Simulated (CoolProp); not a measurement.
Properties of carbonyl sulfide along the isotherm 54.45 °C (Tc = 105.6 °C, pc = 6369 kPa, ω = 0.098).

Computed with CoolProp (reference Helmholtz-energy equation of state, Lemmon 2006). It is a short technical equation, of lower accuracy than the large ones.

```json
[
 {"p (kPa)": "3330", "phase": "liquid", "cv (kJ/(kg K))": "0.7189", "Joule-Thomson coefficient (K/MPa)": "0.3090", "isothermal compressibility (1/MPa)": "0.008389", "expansivity (1/kK)": "4.365", "fugacity coefficient": "0.6080"},
 {"p (kPa)": "6670", "phase": "liquid", "cv (kJ/(kg K))": "0.7159", "Joule-Thomson coefficient (K/MPa)": "?", "isothermal compressibility (1/MPa)": "0.006470", "expansivity (1/kK)": "3.656", "fugacity coefficient": "0.3291"},
 {"p (kPa)": "10000", "phase": "liquid", "cv (kJ/(kg K))": "0.7147", "Joule-Thomson coefficient (K/MPa)": "0.03914", "isothermal compressibility (1/MPa)": "0.005325", "expansivity (1/kK)": "3.209", "fugacity coefficient": "?"},
 {"p (kPa)": "13300", "phase": "liquid", "cv (kJ/(kg K))": "0.7145", "Joule-Thomson coefficient (K/MPa)": "-0.04019", "isothermal compressibility (1/MPa)": "0.004556", "expansivity (1/kK)": "2.895", "fugacity coefficient": "0.1928"},
 {"p (kPa)": "16700", "phase": "liquid", "cv (kJ/(kg K))": "0.7148", "Joule-Thomson coefficient (K/MPa)": "-0.1034", "isothermal compressibility (1/MPa)": "0.003981", "expansivity (1/kK)": "2.651", "fugacity coefficient": "?"},
 {"p (kPa)": "20000", "phase": "liquid", "cv (kJ/(kg K))": "0.7154", "Joule-Thomson coefficient (K/MPa)": "-0.1527", "isothermal compressibility (1/MPa)": "0.003556", "expansivity (1/kK)": "2.464", "fugacity coefficient": "0.1493"},
 {"p (kPa)": "23300", "phase": "liquid", "cv (kJ/(kg K))": "0.7162", "Joule-Thomson coefficient (K/MPa)": "-0.1933", "isothermal compressibility (1/MPa)": "0.003218", "expansivity (1/kK)": "2.312", "fugacity coefficient": "0.1380"},
 {"p (kPa)": "26700", "phase": "liquid", "cv (kJ/(kg K))": "0.7171", "Joule-Thomson coefficient (K/MPa)": "-0.2285", "isothermal compressibility (1/MPa)": "0.002935", "expansivity (1/kK)": "2.180", "fugacity coefficient": "0.1298"},
 {"p (kPa)": "30000", "phase": "liquid", "cv (kJ/(kg K))": "0.7181", "Joule-Thomson coefficient (K/MPa)": "-0.2576", "isothermal compressibility (1/MPa)": "?", "expansivity (1/kK)": "2.072", "fugacity coefficient": "0.1241"},
 {"p (kPa)": "33300", "phase": "liquid", "cv (kJ/(kg K))": "0.7191", "Joule-Thomson coefficient (K/MPa)": "-0.2828", "isothermal compressibility (1/MPa)": "0.002515", "expansivity (1/kK)": "1.978", "fugacity coefficient": "0.1201"},
 {"p (kPa)": "36700", "phase": "liquid", "cv (kJ/(kg K))": "0.7202", "Joule-Thomson coefficient (K/MPa)": "-0.3055", "isothermal compressibility (1/MPa)": "0.002344", "expansivity (1/kK)": "?", "fugacity coefficient": "0.1173"},
 {"p (kPa)": "40000", "phase": "liquid", "cv (kJ/(kg K))": "0.7213", "Joule-Thomson coefficient (K/MPa)": "-0.3249", "isothermal compressibility (1/MPa)": "0.002201", "expansivity (1/kK)": "?", "fugacity coefficient": "0.1154"},
 {"p (kPa)": "43300", "phase": "liquid", "cv (kJ/(kg K))": "0.7224", "Joule-Thomson coefficient (K/MPa)": "-0.3422", "isothermal compressibility (1/MPa)": "?", "expansivity (1/kK)": "1.755", "fugacity coefficient": "?"},
 {"p (kPa)": "46700", "phase": "liquid", "cv (kJ/(kg K))": "0.7235", "Joule-Thomson coefficient (K/MPa)": "-0.3581", "isothermal compressibility (1/MPa)": "0.001960", "expansivity (1/kK)": "1.695", "fugacity coefficient": "0.1139"},
 {"p (kPa)": "50000", "phase": "liquid", "cv (kJ/(kg K))": "0.7247", "Joule-Thomson coefficient (K/MPa)": "-0.3720", "isothermal compressibility (1/MPa)": "0.001861", "expansivity (1/kK)": "1.642", "fugacity coefficient": "0.1139"}
]
```

Q: Complete the blanks.

A: 
- 6670, Joule-Thomson coefficient (K/MPa): 0.1478
- 10000, fugacity coefficient: 0.2375
- 16700, fugacity coefficient: 0.1660
- 30000, isothermal compressibility (1/MPa): 0.002708
- 36700, expansivity (1/kK): 1.893
- 40000, expansivity (1/kK): 1.820
- 43300, isothermal compressibility (1/MPa): 0.002075
- 43300, fugacity coefficient: 0.1143
